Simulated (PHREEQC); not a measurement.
Dissolve 0.054 mol/kgw FeCl3 at 20 °C. Closed to the air; pH follows from the charge balance.

Equilibrium calculation in PHREEQC: ion-association model, wateq4f.dat.

| Property | Value |
|---|---|
| pH | 1.97 |
| ionic strength | 0.241 mol/kgw |
| total alkalinity | -108 meq/kg |

```csv
species,molality,activity,log γ
Cl-,0.136,0.0947,-0.155
FeCl+2,0.0192,0.00541,-0.551
Fe+3,0.0182,0.00222,-0.913
H+,0.0135,0.0107,-0.101
Fe2(OH)2+4,0.00394,3.28e-5,-2.080
FeCl2+,0.00363,0.00269,-0.130
```

No solid was allowed to form. Saturation is exceeded, for instance for Hematite (slow to form), Goethite (slow to form); the values hold only as long as no solid forms.
